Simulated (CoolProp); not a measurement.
Vapour-liquid equilibrium of carbon dioxide (1) + n-perfluorobutane (2) at 261.2 K; x and y are mole fractions of (1).

Values from CoolProp's multi-fluid Helmholtz-energy mixture model, Span 1996 and Gao 2022; pair parameters Bell 2016.

| x | bubble pressure, mixture model (kPa) | bubble pressure, Raoult's law (kPa) | y, mixture model | y, Raoult's law |
|---|---|---|---|---|
| 0.05 | 212.4 | 188.6 | 0.685 | 0.664 |
| 0.15 | 546.8 | 432.4 | 0.878 | 0.869 |
| 0.25 | 877.1 | 676.2 | 0.924 | 0.926 |
| 0.35 | 1156 | 920.0 | 0.943 | 0.953 |
| 0.45 | 1372 | 1164 | 0.953 | 0.968 |
| 0.55 | 1545 | 1408 | 0.960 | 0.979 |
| 0.65 | 1703 | 1651 | 0.966 | 0.986 |
| 0.75 | 1876 | 1895 | 0.973 | 0.991 |
| 0.85 | 2089 | 2139 | 0.982 | 0.995 |
| 0.95 | 2354 | 2383 | 0.994 | 0.999 |

The largest gap from Raoult's law is +29.7 % in bubble pressure, at x = 0.25. No azeotrope shows between x = 0.05 and 0.95.

Pair parameters are fitted to limited data, so mixtures are less certain than the pure fluids. The gap from Raoult's law changes sign with composition, which may be real or a fault of the pair parameters; it wasn't checked against measurements.
